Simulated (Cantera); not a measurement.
A freely propagating, adiabatic, planar premixed flame of CH₄ : O₂ : N₂ = 1 : 2.13 : 10 (molar parts), equivalence ratio 0.94, unburnt at 350 K and 90.0 Torr; mixture-averaged transport, grid criteria slope 0.08 and curve 0.16, no radiation.

Model: GRI-Mech 3.0 (53 species, 325 reactions), integrated in Cantera. Burning velocities carry a grid error of a few per cent, more on coarse grids.

Task: Predict: laminar burning velocity; thermal thickness; peak x(CH₂); peak x(CH₂O); peak x(HO₂).

Result: laminar burning velocity: 53.4 cm/s
thermal thickness: 3.27 mm
peak x(CH₂): 2.34e-5
peak x(CH₂O): 0.000606
peak x(HO₂): 8.52e-5
